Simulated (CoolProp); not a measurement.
CHF3 (R23) at several states: Z from the reference equation and from simpler models built on Tc = 26.1 °C, pc = 4.832 MPa, ω = 0.263; each cubic takes its own stable root.

Computed with CoolProp (reference Helmholtz-energy equation of state, Penoncello 2003).

```json
[
 {"T (°C)": "-126.95", "p (MPa)": "0.0178", "phase": "liquid", "reference": "0.0006378", "van der Waals": "0.9944", "Redlich-Kwong": "0.0007693", "Soave-Redlich-Kwong": "0.0007538"},
 {"T (°C)": "10.05", "p (MPa)": "0.0736", "phase": "gas", "reference": "0.9933", "van der Waals": "0.9948", "Redlich-Kwong": "0.9939", "Soave-Redlich-Kwong": "0.9937"},
 {"T (°C)": "151.25", "p (MPa)": "0.232", "phase": "gas", "reference": "0.9952", "van der Waals": "0.9941", "Redlich-Kwong": "0.9944", "Soave-Redlich-Kwong": "0.9959"},
 {"T (°C)": "-23.95", "p (MPa)": "12", "phase": "liquid", "reference": "0.3233", "van der Waals": "0.5292", "Redlich-Kwong": "0.3888", "Soave-Redlich-Kwong": "0.3774"},
 {"T (°C)": "83.25", "p (MPa)": "1.3", "phase": "gas", "reference": "0.9462", "van der Waals": "0.9462", "Redlich-Kwong": "0.9440", "Soave-Redlich-Kwong": "0.9503"}
]
```

At some of these states van der Waals gives the other phase, because its saturation line lies elsewhere.
